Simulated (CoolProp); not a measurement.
Vapour-liquid equilibrium of fluoroethane (R161) (1) + R227EA (2) at 1.2 MPa; x and y are mole fractions of (1).

The numbers come from the multi-fluid Helmholtz-energy mixture model, Wu 2012 and Lemmon 2016; pair parameters Bell 2016 in CoolProp.

```json
[
 {"x": "0.05", "bubble temperature, mixture model (°C)": "?", "bubble temperature, Raoult's law (°C)": "59.1", "y, mixture model": "0.054", "y, Raoult's law": "0.089"},
 {"x": "0.15", "bubble temperature, mixture model (°C)": "59.8", "bubble temperature, Raoult's law (°C)": "55.9", "y, mixture model": "?", "y, Raoult's law": "0.247"},
 {"x": "0.25", "bubble temperature, mixture model (°C)": "58.0", "bubble temperature, Raoult's law (°C)": "52.8", "y, mixture model": "0.306", "y, Raoult's law": "0.385"},
 {"x": "0.35", "bubble temperature, mixture model (°C)": "55.5", "bubble temperature, Raoult's law (°C)": "49.9", "y, mixture model": "0.439", "y, Raoult's law": "0.504"},
 {"x": "0.45", "bubble temperature, mixture model (°C)": "52.5", "bubble temperature, Raoult's law (°C)": "47.2", "y, mixture model": "0.565", "y, Raoult's law": "0.609"},
 {"x": "0.55", "bubble temperature, mixture model (°C)": "?", "bubble temperature, Raoult's law (°C)": "44.7", "y, mixture model": "?", "y, Raoult's law": "0.701"},
 {"x": "0.65", "bubble temperature, mixture model (°C)": "?", "bubble temperature, Raoult's law (°C)": "42.3", "y, mixture model": "?", "y, Raoult's law": "0.782"},
 {"x": "0.75", "bubble temperature, mixture model (°C)": "42.4", "bubble temperature, Raoult's law (°C)": "40.0", "y, mixture model": "0.855", "y, Raoult's law": "0.853"},
 {"x": "0.85", "bubble temperature, mixture model (°C)": "39.3", "bubble temperature, Raoult's law (°C)": "37.9", "y, mixture model": "?", "y, Raoult's law": "0.917"},
 {"x": "0.95", "bubble temperature, mixture model (°C)": "36.3", "bubble temperature, Raoult's law (°C)": "35.9", "y, mixture model": "?", "y, Raoult's law": "0.974"}
]
```

Q: Fill in the missing entries.

A: 
- 0.05, bubble temperature, mixture model (°C): 60.7
- 0.15, y, mixture model: 0.175
- 0.55, bubble temperature, mixture model (°C): 49.2
- 0.55, y, mixture model: 0.678
- 0.65, bubble temperature, mixture model (°C): 45.8
- 0.65, y, mixture model: 0.775
- 0.85, y, mixture model: 0.921
- 0.95, y, mixture model: 0.976

The largest gap from Raoult's law is +5.6 K in bubble temperature, at x = 0.35. No azeotrope shows between x = 0.05 and 0.95.

Pair parameters are fitted to limited data, so mixtures are less certain than the pure fluids.
